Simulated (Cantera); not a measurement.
Cantera run:

```python
import numpy as np
import cantera as ct

gas_names = """
    C CN CO CO2 C2 CCN CNC C2N2 C2O C3 C3O2 C4 C4N2 C5 Cu CuO Cu2 N NCO NO NO2 NO3 N2 N2O O O2 O3
""".split()
cond_names = """
    C(gr) Cu(cr) Cu(L) CuO(s) Cu2O(s) Cu2O(L)
""".split()


# ... load() reads the species with a 1 bar reference pressure and builds the phases ...
atoms = {
    'Cu': {'Cu': 1},
    'CO2': {'C': 1, 'O': 2},
    'N2': {'N': 2},
}
top_T = {'C(gr)': 4500, 'CuO(s)': 1390}  # K; cautious upper limits of use, not melting points


# ... equilibrate(T, P, feed) seeds the gas with the atoms and calls Mixture.equilibrate('TP', solver="vcs", rtol=1e-11, max_steps=5000) ...
results = []
feed = {'Cu': 1, 'CO2': 23, 'N2': 1.7}  # mol
for P in [10, 61, 370, 2200, 13000, 82000, 500000, 3000000]:
    for T in [1448, 1498, 1548, 1598, 1648, 1698, 1748, 1798, 1848, 1898, 1948, 1998]:
        mix = equilibrate(T, P, feed)
        results.append((T, P, feed, dict(zip(mix.species_names, mix.species_moles))))

for T, P, feed, n in results:
    print(f"{T:7g} {P:10.4g}  " + (" + ".join(c for c in cond_names if n.get(c, 0) > 1e-12) or "gas only"))
```

Output:

```
   1448         10  Cu(L)
   1498         10  gas only
   1548         10  gas only
   1598         10  gas only
   1648         10  gas only
   1698         10  gas only
   1748         10  gas only
   1798         10  gas only
   1848         10  gas only
   1898         10  gas only
   1948         10  gas only
   1998         10  gas only
   1448         61  Cu(L)
   1498         61  Cu(L)
   1548         61  Cu(L)
   1598         61  gas only
   1648         61  gas only
   1698         61  gas only
   1748         61  gas only
   1798         61  gas only
   1848         61  gas only
   1898         61  gas only
   1948         61  gas only
   1998         61  gas only
   1448        370  Cu(L)
   1498        370  Cu(L)
   1548        370  Cu(L)
   1598        370  Cu(L)
   1648        370  Cu(L)
   1698        370  gas only
   1748        370  gas only
   1798        370  gas only
   1848        370  gas only
   1898        370  gas only
   1948        370  gas only
   1998        370  gas only
   1448       2200  Cu(L)
   1498       2200  Cu(L)
   1548       2200  Cu(L)
   1598       2200  Cu(L)
   1648       2200  Cu(L)
   1698       2200  Cu(L)
   1748       2200  Cu(L)
   1798       2200  Cu(L)
   1848       2200  gas only
   1898       2200  gas only
   1948       2200  gas only
   1998       2200  gas only
   1448    1.3e+04  Cu(L)
   1498    1.3e+04  Cu(L)
   1548    1.3e+04  Cu(L)
   1598    1.3e+04  Cu(L)
   1648    1.3e+04  Cu(L)
   1698    1.3e+04  Cu(L)
   1748    1.3e+04  Cu(L)
   1798    1.3e+04  Cu(L)
   1848    1.3e+04  Cu(L)
   1898    1.3e+04  Cu(L)
   1948    1.3e+04  Cu(L)
   1998    1.3e+04  Cu(L)
   1448    8.2e+04  Cu(L) + Cu2O(s)
   1498    8.2e+04  Cu(L) + Cu2O(s)
   1548    8.2e+04  Cu(L) + Cu2O(L)
   1598    8.2e+04  Cu(L)
   1648    8.2e+04  Cu(L)
   1698    8.2e+04  Cu(L)
   1748    8.2e+04  Cu(L)
   1798    8.2e+04  Cu(L)
   1848    8.2e+04  Cu(L)
   1898    8.2e+04  Cu(L)
   1948    8.2e+04  Cu(L)
   1998    8.2e+04  Cu(L)
   1448      5e+05  Cu(L) + Cu2O(s)
   1498      5e+05  Cu(L) + Cu2O(s)
   1548      5e+05  Cu(L) + Cu2O(L)
   1598      5e+05  Cu(L) + Cu2O(L)
   1648      5e+05  Cu(L) + Cu2O(L)
   1698      5e+05  Cu(L) + Cu2O(L)
   1748      5e+05  Cu(L) + Cu2O(L)
   1798      5e+05  Cu(L) + Cu2O(L)
   1848      5e+05  Cu(L) + Cu2O(L)
   1898      5e+05  Cu(L) + Cu2O(L)
   1948      5e+05  Cu(L) + Cu2O(L)
   1998      5e+05  Cu(L) + Cu2O(L)
   1448      3e+06  Cu(L) + Cu2O(s)
   1498      3e+06  Cu(L) + Cu2O(s)
   1548      3e+06  Cu(L) + Cu2O(L)
   1598      3e+06  Cu(L) + Cu2O(L)
   1648      3e+06  Cu(L) + Cu2O(L)
   1698      3e+06  Cu(L) + Cu2O(L)
   1748      3e+06  Cu(L) + Cu2O(L)
   1798      3e+06  Cu(L) + Cu2O(L)
   1848      3e+06  Cu(L) + Cu2O(L)
   1898      3e+06  Cu(L) + Cu2O(L)
   1948      3e+06  Cu(L) + Cu2O(L)
   1998      3e+06  Cu(L) + Cu2O(L)
```

These are equilibrium values from Cantera (NASA tables, ideal gas, pure condensed phases), not measurements of a reactor. Each liquid is taken as pure. Mutual solubility and eutectic melting of coexisting phases are not modelled.
